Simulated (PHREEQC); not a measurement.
Ca(OH)2 is added in steps, without added water, to 1 kg of water holding 0.087 mol NH4HSO4, at 25 °C. Oxygen alone is held at its pressure in air (log pO2 = -0.68). The system is closed to CO2. The run lets Gypsum, Portlandite precipitate or redissolve, and no other solid.

Base run: PHREEQC, ion-association model, wateq4f.dat. Each further column changes one thing. The table gives Ca+2 (mol/kgw).

```csv
Ca(OH)2 added (mol),base,0.0034 mol/kgw NaCl added,diluted 2-fold with water,NH4HSO4 from 0.087 to 0.0174 mol/kgw,no solid may form
0,0,0,0,0,0
0.0087,0.00461,0.00464,0.00496,0.00548,0.00461
0.01523,0.00664,0.00673,0.00701,0.00977,0.00803
0.02392,0.00638,0.00647,0.00695,0.0141,?
0.03263,0.00610,0.00620,?,?,0.0169
0.03915,0.00588,0.00598,0.00920,0.0216,0.0201
0.04785,0.00588,0.00599,0.0128,0.0216,?
0.05437,0.00614,0.00627,0.0166,0.0216,?
0.06308,0.00663,0.00679,0.0216,0.0216,?
0.07178,0.00738,0.00759,0.0216,0.0216,0.0376
0.0783,0.00830,0.00856,0.0216,0.0216,?
0.087,0.0106,0.0109,0.0216,0.0216,0.0462
```

### Question
What belongs in the gaps?

### Answer

- 0.02392, no solid may form: 0.0125
- 0.03263, diluted 2-fold with water: 0.00793
- 0.03263, NH4HSO4 from 0.087 to 0.0174 mol/kgw: 0.0192
- 0.04785, no solid may form: 0.0246
- 0.05437, no solid may form: 0.0281
- 0.06308, no solid may form: 0.0328
- 0.0783, no solid may form: 0.0413

 In at least one series the solution becomes supersaturated in solids that the run did not let form, among them Gypsum. Solids allowed in the column '0.0034 mol/kgw NaCl added': Gypsum, Portlandite, Halite, Mirabilite.
